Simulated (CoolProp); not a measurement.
A Linde-Hampson liquefier for ethylene: isothermal reversible compression at 320 K from 1 atm to 15 MPa, throttling to 1 atm, return gas leaving the recuperator 2 K below the feed. Each further row changes one setting.

Values from CoolProp's reference Helmholtz-energy equation of state, Smukala 2000.

```tsv
case	liquid yield per pass	compression work (kJ/kg of gas)
as stated	(withheld)	404
high pressure 30 MPa	0.426	(withheld)
warm-end temperature 350 K	(withheld)	(withheld)
warm-end gap 7 K	0.385	404
```

### Question
Some entries are withheld; supply them.

### Answer

- as stated, liquid yield per pass: 0.392
- high pressure 30 MPa, compression work (kJ/kg of gas): 444
- warm-end temperature 350 K, liquid yield per pass: 0.288
- warm-end temperature 350 K, compression work (kJ/kg of gas): 465
